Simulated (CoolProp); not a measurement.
Vapour-liquid equilibrium of n-butane (1) + cyclohexane (2) at 280 kPa; x and y are mole fractions of (1).

The numbers come from the multi-fluid Helmholtz-energy mixture model, Bücker 2006 and Zhou 2014; pair parameters Bell 2016 in CoolProp.

```json
[
 {"x": "0.05", "bubble temperature (°C)": "109.9", "y at the bubble point": "0.221", "dew temperature at overall composition x (°C)": "116.9", "liquid density (mol/L)": "8.216"},
 {"x": "0.2", "bubble temperature (°C)": "85.5", "y at the bubble point": "0.650", "dew temperature at overall composition x (°C)": "110.8", "liquid density (mol/L)": "8.620"},
 {"x": "0.35", "bubble temperature (°C)": "66.7", "y at the bubble point": "0.840", "dew temperature at overall composition x (°C)": "103.9", "liquid density (mol/L)": "8.959"},
 {"x": "0.5", "bubble temperature (°C)": "53.4", "y at the bubble point": "0.922", "dew temperature at overall composition x (°C)": "95.7", "liquid density (mol/L)": "9.227"},
 {"x": "0.65", "bubble temperature (°C)": "43.9", "y at the bubble point": "0.961", "dew temperature at overall composition x (°C)": "85.5", "liquid density (mol/L)": "9.437"},
 {"x": "0.8", "bubble temperature (°C)": "36.9", "y at the bubble point": "0.983", "dew temperature at overall composition x (°C)": "71.6", "liquid density (mol/L)": "9.601"},
 {"x": "0.95", "bubble temperature (°C)": "31.3", "y at the bubble point": "0.996", "dew temperature at overall composition x (°C)": "47.0", "liquid density (mol/L)": "9.728"}
]
```

No azeotrope shows between x = 0.05 and 0.95.

The pair parameters rest on a limited set of measurements; away from them the model extrapolates.
